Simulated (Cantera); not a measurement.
Input: 1 mol Ta(OEt)₅, 0.26 mol CH₄, 5.4 mol H₂, at 1.00 bar.

Method: chemical equilibrium by Gibbs-energy minimisation in Cantera with the NASA 1993 tables (ideal gas, pure condensed phases). Candidate condensed phases: C, C₆H₆, C₇H₈, C₈H₁₈, H₂O, Ta, TaC, Ta₂O₅; 113 gas species. The feed counts by its element totals alone. The numbers say what is thermodynamically allowed, not how fast it happens.

Problem. At 1150 K, list the 5 most abundant gas species with their mole fractions, and the condensed phases.

Solution. H₂ 0.861, CO 0.116, CH₄ 0.0173, H₂O 0.00470, CO₂ 0.000535. Condensed: C(graphite) + Ta₂O₅(s).
